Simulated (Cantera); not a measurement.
Feed: 1 mol FeS2, 42 mol H2, 0.028 mol N2, held at 3700 Pa.

Method: chemical equilibrium by Gibbs-energy minimisation in Cantera with the NASA 1993 tables (ideal gas, pure condensed phases). Candidate condensed phases: Fe, FeS, FeS2, S; 16 gas species. FeS: taken at fixed stoichiometry. Gases not in the tables: S3 to S7. Rates play no part.

log p: log10 of the partial pressure in bar; n: condensed amount in mol.

```csv
T (°C),log p H2,log p H2S,log p S2,log p SH,n FeS(s),n FeS(l)
677,-1.44,-3.06,-7.99,(withheld),1.00,0
752,-1.44,-3.06,-7.26,(withheld),1.00,0
827,-1.44,-3.06,-6.64,(withheld),1.00,0
902,-1.44,-3.06,-6.09,(withheld),1.00,0
977,-1.44,-3.06,-5.61,(withheld),1.00,0
1052,-1.44,-3.06,-5.20,(withheld),1.000,0
1127,-1.44,-3.07,-4.84,(withheld),1.000,0
1202,-1.44,-3.09,-4.53,(withheld),0,1.000
1277,-1.44,-3.13,-4.29,(withheld),0,1.000
```

Q: What belongs in the gaps?

A: 
- 677, log p SH: -8.01
- 752, log p SH: -7.34
- 827, log p SH: -6.77
- 902, log p SH: -6.27
- 977, log p SH: -5.84
- 1052, log p SH: -5.45
- 1127, log p SH: -5.11
- 1202, log p SH: -4.82
- 1277, log p SH: -4.57
